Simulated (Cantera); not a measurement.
Cantera with NASA thermochemical tables; ideal gases at 1 bar, condensed phases pure. Values are per mole of reaction as written; species without (g) are pure solids or liquids, kept so even where they would boil at 1 bar.

FeS2 → Fe + 2 S

| T (K) | ΔH° (kJ) | ΔS° (J/K) | ΔG° (kJ) | log10 K | condensed phases |
|---|---|---|---|---|---|
| 300 | (withheld) | (withheld) | (withheld) | (withheld) | FeS2(s), Fe(α), S(s) |
| 548 | (withheld) | (withheld) | (withheld) | (withheld) | FeS2(s), Fe(α), S(l) |
| 573 | 183.2 | 65.7 | 145.6 | -13.27 | FeS2(s), Fe(α), S(l) |
| 598 | 184.0 | 67.0 | 143.9 | -12.57 | FeS2(s), Fe(α), S(l) |
| 623 | (withheld) | (withheld) | (withheld) | (withheld) | FeS2(s), Fe(α), S(l) |
| 648 | (withheld) | (withheld) | (withheld) | (withheld) | FeS2(s), Fe(α), S(l) |
| 673 | 185.8 | 69.9 | 138.7 | -10.77 | FeS2(s), Fe(α), S(l) |
| 698 | 186.3 | 70.7 | 137.0 | -10.25 | FeS2(s), Fe(α), S(l) |

### Question
What belongs in the gaps?

### Answer

- 300, ΔH° (kJ): 171.6
- 300, ΔS° (J/K): 38.6
- 300, ΔG° (kJ): 160.0
- 300, log10 K: -27.86
- 548, ΔH° (kJ): 182.3
- 548, ΔS° (J/K): 64.2
- 548, ΔG° (kJ): 147.2
- 548, log10 K: -14.03
- 623, ΔH° (kJ): 184.6
- 623, ΔS° (J/K): 68.1
- 623, ΔG° (kJ): 142.2
- 623, log10 K: -11.92
- 648, ΔH° (kJ): 185.3
- 648, ΔS° (J/K): 69.1
- 648, ΔG° (kJ): 140.5
- 648, log10 K: -11.32
